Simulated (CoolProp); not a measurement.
A single-stage vapour-compression cycle with R11: evaporating at 309.15 K (dew point), condensing at 352.15 K (bubble point), superheat 0 K, subcooling 5 K, compressor efficiency 0.75, no pressure losses. Each further row changes one setting.

Model: reference Helmholtz-energy equation of state, Jacobsen 1992, in CoolProp.

| case | cooling COP | pressure ratio | discharge temperature (K) | refrigerating effect (kJ/kg) | volumetric capacity (kJ/m³) |
|---|---|---|---|---|---|
| as stated | 4.78 | 3.33 | 364.7 | 142 | 1220 |
| evaporating temperature 314.15 K | 5.59 | 2.84 | 362.8 | 144 | 1450 |
| condensing temperature 347.15 K | 5.52 | 2.94 | 358.7 | 147 | 1260 |
| subcooling 10 K | 4.94 | 3.33 | 364.7 | 147 | 1260 |
| superheat 10 K | 4.80 | 3.33 | 375.6 | 148 | 1230 |
| compressor efficiency 0.65 | 4.14 | 3.33 | 371.4 | 142 | 1220 |
